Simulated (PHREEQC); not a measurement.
A solution holds 30 mmol/kgw NaHSO4, 5 mmol/kgw Na2SO4 and 1.9 mmol/kgw LiCl, at 25 °C. Closed to the air; pH follows from the charge balance.

Model: ion-association model, phreeqc.dat, run in PHREEQC.

| quantity | before | after |
|---|---|---|
| pH | 1.86 | 2.72 |
| ionic strength (mol/kgw) | 0.0766 | 0.0237 |
| Na+ (mol/kgw) | 0.0384 | 0.0127 |
| SO4-2 (mol/kgw) | 0.0198 | 0.00689 |
| HSO4- (mol/kgw) | 0.0135 | 0.000833 |
| NaSO4- (mol/kgw) | 0.00155 | 0.000246 |

### Question
Name the change that produced these shifts.
A. 0.014 mol/kgw NH3 added
B. Na2SO4 from 0.005 to 0.0075 mol/kgw
C. LiCl left out
D. NaHSO4 from 0.03 to 0.003 mol/kgw
E. LiCl from 0.0019 to 0.019 mol/kgw

### Answer
D, NaHSO4 from 0.03 to 0.003 mol/kgw

Precipitation was switched off in this run.
